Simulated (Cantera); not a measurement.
What does this Cantera script print?

```python
import numpy as np
import cantera as ct

gas_names = """
    C CN CO CO2 C2 CCN CNC C2N2 C2O C3 C3O2 C4 C4N2 C5 Fe FeC5O5 FeO N NCO NO NO2 NO3 N2 N2O O O2 O3
""".split()
cond_names = """
    C(gr) Fe(a) Fe(c) Fe(d) Fe(L) FeC5O5(L) FeO(s) FeO(L) Fe2O3(s) Fe3O4(s)
""".split()


# ... load() reads the species with a 1 bar reference pressure and builds the phases ...
atoms = {
    'Fe(CO)5': {'Fe': 1, 'C': 5, 'O': 5},
    'N2': {'N': 2},
}
top_T = {'C(gr)': 4500, 'Fe2O3(s)': 1830, 'Fe3O4(s)': 1870}  # K; cautious upper limits of use, not melting points


# ... equilibrate(T, P, feed) seeds the gas with the atoms and calls Mixture.equilibrate('TP', solver="vcs", rtol=1e-11, max_steps=5000) ...
results = []
feed = {'Fe(CO)5': 1, 'N2': 0.38}  # mol
P = 1300  # Pa
for T in [900, 1000, 1100, 1200, 1300, 1400, 1500, 1600]:
    mix = equilibrate(T, P, feed)
    results.append((T, P, feed, dict(zip(mix.species_names, mix.species_moles))))

top = {s: max(r[3][s] / sum(r[3][g] for g in gas_names) for r in results) for s in gas_names}
cols = sorted((s for s in top if top[s] > 0.0001), key=lambda s: -top[s])[:5]
seen = [c for c in cond_names if any(r[3].get(c, 0) > 1e-12 for r in results)]
print("log10 of partial pressures in bar; condensed amounts in mol")
print(f"{'T/K':>10s}" + "".join(f"{s[:9]:>10s}" for s in cols + seen))
for T, P, feed, n in results:
    ng = sum(n[g] for g in gas_names)
    print(f"{T:10.4g}" + "".join(f"{np.log10(max(n[s] / ng * P / 1e5, 1e-99)):10.3f}" for s in cols)
          + "".join(f"{n.get(c, 0):10.4g}" for c in seen))
```

Result:

```
log10 of partial pressures in bar; condensed amounts in mol
       T/K        CO        N2       CO2     C(gr)     Fe(a)     Fe(c)
       900    -1.946    -3.014    -3.146    0.2805         1         0
      1000    -1.921    -3.034    -4.088   0.03356         1         0
      1100    -1.918    -3.037    -4.891  0.005314         1         0
      1200    -1.918    -3.037    -5.560  0.001141         0         1
      1300    -1.918    -3.037    -6.122 0.0003124         0         1
      1400    -1.918    -3.037    -6.601 0.0001036         0         1
      1500    -1.918    -3.037    -7.014 4.009e-05         0    0.9999
      1600    -1.918    -3.037    -7.372 1.754e-05         0    0.9995
```

These are equilibrium values from Cantera (NASA tables, ideal gas, pure condensed phases), not measurements of a reactor. Condensed phases not in the tables: cementite and carbon dissolved in iron.
